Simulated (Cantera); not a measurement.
Charge: 1 mol Si, 2.9 mol HF, at 1025 °C and 750 Torr.

Equilibrium computed with Cantera from the NASA thermochemical tables; the gas is ideal and each condensed phase is pure. Candidate condensed phases: Si; 25 gas species. The tables' values for SiF3, SiF2 are old estimates; treat these amounts as uncertain. Kinetics and transport are ignored.

What is the equilibrium state?


| Item | Value |
|---|---|
| x(H2) | 0.650 |
| x(SiF4) | 0.299 |
| x(SiHF3) | 0.0398 |
| x(SiF3) | 0.00769 |
| x(SiH2F2) | 0.00252 |
| x(HF) | 0.000447 |
| x(SiF2) | 0.000169 |
| x(SiH3F) | 4.23e-5 |
| n(Si(s)) | 0.247 mol |
| gas amount | 2.155 mol |
